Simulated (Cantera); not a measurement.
**Hydrocarbon pyrolysis for carbon deposition**

An isothermal, constant-pressure homogeneous reactor starts with 7.20 % CH4, 92.8 % N2, at 1873 K and 0.0148 atm.

Computed with Cantera and GRI-Mech 3.0 (53 species, 325 reactions). GRI-Mech 3.0 stops at C3 and has no aromatics, soot or wall deposition, so with more carbon than oxygen in the feed, carbon stays in small species such as C2H2 where larger ones or solid carbon would form. Radical loss at walls, strong at low pressure, is not modelled.

```
t (s)        x CH4    x C2H4    x C2H6      x H2     x C2H     x HCN
--------  --------  --------  --------  --------  --------  --------
1.00e-6     0.0720    <1e-12    <1e-12   3.31e-9    <1e-12    <1e-12
3.98e-6     0.0720    <1e-12    <1e-12   5.01e-8    <1e-12    <1e-12
1.59e-5     0.0720    <1e-12    <1e-12   6.62e-7    <1e-12    <1e-12
6.32e-5     0.0720  1.26e-10  1.56e-11   5.94e-6    <1e-12    <1e-12
0.000252    0.0720   2.03e-8   1.17e-9   3.13e-5    <1e-12    <1e-12
0.00100     0.0717   1.74e-6   4.71e-8  0.000136    <1e-12  1.42e-11
0.00399     0.0707  0.000110   1.02e-6  0.000779  7.37e-10  6.75e-10
0.0159      0.0573   0.00307   9.54e-6    0.0149   1.48e-7   1.44e-7
0.0633      0.0162  0.000512   2.29e-6    0.0762   1.33e-6   5.16e-6
0.252      0.00205   1.47e-5   8.76e-8    0.0972   2.65e-6   2.42e-5
1.00      0.000138   9.04e-7  9.73e-10    0.0999   4.80e-6   7.03e-5
4.00       6.16e-6   7.20e-7  3.22e-12    0.0999   6.49e-6  0.000116
```
x: mole fraction; the columns are a selection and need not sum to one.

Equilibrium at this temperature and pressure: CH4 1.43e-6, C2H4 1.65e-7, C2H6 <1e-12, H2 0.0999, C2H 1.52e-6, HCN 0.0517 (gas phase only).
